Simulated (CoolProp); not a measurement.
Sulfur hexafluoride along the isotherm 33.15 °C: density (kg/m³) from the reference equation and from simpler models built on Tc = 45.6 °C, pc = 3755 kPa, ω = 0.210; each cubic takes its own stable root.

The numbers come from the reference Helmholtz-energy equation of state, Guder 2009 in CoolProp.

```
p (kPa)  phase  reference  ideal gas  van der Waals  Redlich-Kwong  Soave-Redlich-Kwong
-------  -----  ---------  ---------  -------------  -------------  -------------------
235        gas      13.81      13.48          13.76          13.81                13.82
469        gas      28.30      26.90          28.09          28.29                28.31
704        gas      43.68      40.37          43.17          43.67                43.72
939        gas      60.06      53.85          59.07          60.01                60.12
1170       gas      77.30      67.10          75.61          77.17                77.37
1410       gas      96.66      80.86          93.93          96.39                96.72
1640       gas      116.9      94.05          112.8          116.4                117.0
1880       gas      140.4      107.8          134.2          139.5                140.3
```
